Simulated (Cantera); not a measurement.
A closed system holds: 1 mol Fe3O4, 0.85 mol C, 5.3 mol H2, held at 1573 K and 130000 Pa.

Cantera equilibrium calculation (NASA polynomials, part measured and part estimated; ideal gas, pure solids and liquids). Candidate condensed phases: C, C6H6, C7H8, C8H18, Fe, Fe(CO)5, FeO, Fe(OH)2, Fe(OH)3, Fe2O3, Fe3O4, H2O; 114 gas species. Mutual solubility and eutectic melting of coexisting phases are not modelled. The tables' stoichiometric FeO is somewhat more stable than real wüstite, so its field is too wide. FeO: taken at fixed stoichiometry. Rates play no part.

Base state: H2 0.595, H2O 0.266, CO 0.120, CO2 0.0185, H 2.75e-5 (mole fractions); condensed: Fe(γ) + FeO(s).

Question: What changes in the equilibrium state with this change: temperature from 1573 K to 2425 K?

Answer: 
```
species       before     after
-----------  -------  --------
H2             0.595     0.562
H2O            0.266     0.275
CO             0.120     0.125
Fe           5.06e-7    0.0137
H            2.75e-5    0.0118
CO2           0.0185    0.0102
FeO          1.22e-9  0.000308
O              <1e-9   1.52e-5
OH           4.45e-7   0.00109
Fe(γ), mol      1.60         0
FeO(s), mol     1.40         0
Fe(l), mol         0      1.56
FeO(l), mol        0      1.34
```
Each liquid is taken as pure.

Question: What changes in the equilibrium state with this change: Fe3O4 replaced by Ta2O5?

Answer: 
| species | before | after |
|---|---|---|
| H2 | 0.595 | 0.895 |
| CO | 0.120 | 0.102 |
| H2O | 0.266 | 0.00300 |
| CO2 | 0.0185 | 0.000118 |
| CH4 | 3.05e-7 | 7.84e-5 |
| H | 2.75e-5 | 3.37e-5 |
| Fe(γ), mol | 1.60 | 0 |
| FeO(s), mol | 1.40 | 0 |
| TaC(s), mol | 0 | 0.248 |
| Ta2O5(s), mol | 0 | 0.876 |
TaC: taken at fixed stoichiometry. Condensed phases not in the tables: Ta2C. Further candidate phases: Ta, TaC, Ta2O5.
